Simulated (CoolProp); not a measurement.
Vapour-liquid equilibrium of n-heptane (1) + toluene (2) at 304.3 K; x and y are mole fractions of (1).

Computed with CoolProp (multi-fluid Helmholtz-energy mixture model, Span 2003 and Lemmon 2006; pair parameters Bell 2016).

| x | bubble pressure (MPa) | y at the bubble point | dew pressure at overall composition x (MPa) | liquid density (mol/L) |
|---|---|---|---|---|
| 0.05 | 0.005559 | 0.113 | 0.005344 | 9.126 |
| 0.2 | 0.006411 | 0.338 | 0.005875 | 8.652 |
| 0.35 | 0.006991 | 0.485 | 0.006459 | 8.220 |
| 0.5 | 0.007417 | 0.605 | 0.007047 | 7.825 |
| 0.65 | 0.007742 | 0.716 | 0.007559 | 7.464 |
| 0.8 | 0.007990 | 0.831 | 0.007932 | 7.132 |
| 0.95 | 0.008170 | 0.956 | 0.008163 | 6.826 |

No azeotrope shows between x = 0.05 and 0.95.

The pair parameters rest on a limited set of measurements; away from them the model extrapolates.
